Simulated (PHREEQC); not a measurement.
Dissolve 0.14 mol KOH and 0.0048 mol CO2 per kg of water at 25 °C. Closed to the air; pH follows from the charge balance.

All values are PHREEQC results (ion-association model, phreeqc.dat), not measurements.

```tsv
quantity	before	after
pH	12.98	12.19
HCO3- (mol/kgw)	4.84e-6	4.09e-5
```

Question: Which change was made?
A. KOH left out
B. KOH from 0.14 to 0.028 mol/kgw
C. CO2 from 0.0048 to 0.00432 mol/kgw
D. CO2 from 0.0048 to 0.00048 mol/kgw
E. KOH from 0.14 to 0.28 mol/kgw

Answer: B, KOH from 0.14 to 0.028 mol/kgw

This is a speciation only: nothing precipitates in the calculation.
